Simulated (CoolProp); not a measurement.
CH2F2 (R32) along the isotherm 135.25 °C: density (kg/m³) from the reference equation and from simpler models built on Tc = 78.1 °C, pc = 5783 kPa, ω = 0.277; each cubic takes its own stable root.

The numbers come from the reference Helmholtz-energy equation of state, Tillner-Roth 1997 in CoolProp.

```csv
p (kPa),phase,reference
1310,gas,21.17
2630,gas,45.07
3940,gas,72.00
5260,gas,103.3
6570,supercritical,139.7
7890,supercritical,183.4
9200,supercritical,235.3
10500,supercritical,295.4
11800,supercritical,360.7
13100,supercritical,424.0
14500,supercritical,483.3
```

Question: How far does each simpler model (ideal gas, van der Waals, Redlich-Kwong, Soave-Redlich-Kwong, Peng-Robinson) lie from the reference over these 11 states: mean and median of the absolute difference, and the worst?

Answer: 
- ideal gas: mean 32.6 %, median 34.1 %, worst -54.0 % at 135.25 °C and 14500 kPa
- van der Waals: mean 4.6 %, median 1.9 %, worst -15.5 % at 135.25 °C and 14500 kPa
- Redlich-Kwong: mean 2.5 %, median 0.7 %, worst -11.7 % at 135.25 °C and 14500 kPa
- Soave-Redlich-Kwong: mean 8.9 %, median 6.8 %, worst -21.0 % at 135.25 °C and 14500 kPa
- Peng-Robinson: mean 5.1 %, median 2.4 %, worst -15.3 % at 135.25 °C and 14500 kPa
